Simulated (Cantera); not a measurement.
An isothermal plug-flow reactor at 875 K and 0.987 atm (inlet), inlet velocity 1.1 m/s, active area per volume 6800 1/m; feed 0.796 % CH4, 13.1 % O2, 86.1 % N2.

Model: Deutschmann's 1995 Pt surface mechanism with GRI-Mech 3.0 gas chemistry, integrated in Cantera. Catalytic surfaces can have several steady states; this one follows from the mechanism file's or the stated starting coverage. Mass transfer to the wall is taken as infinitely fast.

x: gas mole fraction; θ: surface coverage.

```csv
z (m),x CH4,x O2,x H2O,x CO2,x CO,θ free Pt,θ O*,θ OH*
0.0005,0.00779,0.130,0.000344,0.000170,1.78e-6,0.0754,0.924,0.000372
0.00096,0.00763,0.130,[?],[?],1.75e-6,0.0755,0.924,[?]
0.0019,0.00732,0.130,0.00127,0.000633,1.68e-6,0.0755,0.924,0.000701
0.0036,0.00680,0.128,0.00232,0.00116,1.56e-6,0.0756,0.923,0.000946
0.0069,0.00587,0.127,0.00417,0.00208,1.35e-6,0.0759,0.923,0.00127
0.013,0.00447,0.124,0.00697,0.00348,1.03e-6,0.0763,0.922,0.00164
0.026,0.00248,0.120,0.0110,0.00548,5.75e-7,0.0770,0.921,0.00206
0.05,[?],0.117,[?],[?],[?],0.0776,0.920,[?]
```

Task: Fill in the missing entries.

Result: 
- 0.00096, x H2O: 0.000655
- 0.00096, x CO2: 0.000326
- 0.00096, θ OH*: 0.000507
- 0.05, x CH4: 0.000814
- 0.05, x H2O: 0.0143
- 0.05, x CO2: 0.00714
- 0.05, x CO: 1.90e-7
- 0.05, θ OH*: 0.00236
